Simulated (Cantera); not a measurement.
Feed: 1 mol SiHCl3, 48 mol N2, 0.52 mol H2, 0.12 mol NH3, held at 750 K and 0.0680 bar.

Method: chemical equilibrium by Gibbs-energy minimisation in Cantera with the NASA 1993 tables (ideal gas, pure condensed phases). Candidate condensed phases: NH4Cl, Si, Si3N4; 28 gas species. The numbers say what is thermodynamically allowed, not how fast it happens.

Base state: N2 0.953, HCl 0.0314, H2 0.00832, SiCl4 0.00716 (mole fractions); condensed: Si3N4(s).

Q: What changes in the equilibrium state with this change: H2 from 0.52 to 7.5 mol?

A: 
```csv
species,before,after
N2,0.953,0.831
H2,0.00832,0.118
HCl,0.0314,0.0514
SiCl4,0.00716,0.000284
NH3,2.58e-7,1.28e-5
"Si3N4(s), mol",0.214,0.328
```

Q: What changes in the equilibrium state with this change: pressure from 0.0680 bar to 0.000220 bar?

A: 
| species | before | after |
|---|---|---|
| N2 | 0.953 | 0.952 |
| HCl | 0.0314 | 0.0376 |
| SiCl4 | 0.00716 | 0.00560 |
| H2 | 0.00832 | 0.00520 |
| Si3N4(s), mol | 0.214 | 0.240 |
